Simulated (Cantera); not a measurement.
Diamond growth

A diamond (100) surface in a fixed gas of H2 with x(CH4) = 0.01, x(H) = 0.00026, at 900 K, 0.0109 atm; coverages are run to steady state.

Model: the Harris–Goodwin 1993 mechanism for the reconstructed diamond (100) surface, integrated in Cantera.

```tsv
x(CH3)	growth (µm/h)	θ c6HH	θ c6H*	θ c6*H	θ c6**	θ c6HM
1e-06	0.00272	0.693	0.0103	0.289	0.00389	0.00256
2.5e-06	0.00676	0.690	0.0103	0.288	0.00387	0.00635
6.3e-06	0.0168	0.682	0.0102	0.284	0.00381	0.0158
1.6e-05	0.0413	0.662	0.00985	0.276	0.00367	0.0389
4e-05	0.0958	0.618	0.00919	0.257	0.00335	0.0901
0.0001	0.203	0.532	0.00787	0.220	0.00273	0.191
0.00025	0.367	0.399	0.00586	0.164	0.00182	0.345
0.00064	0.548	0.251	0.00361	0.101	0.000878	0.517
0.0016	0.683	0.141	0.00193	0.0541	0.000307	0.646
```
θ: site fractions in the mechanism's names (c6HH fully hydrogenated, c6H* and c6*H radical sites, c6** diradical, c6HM methylated).
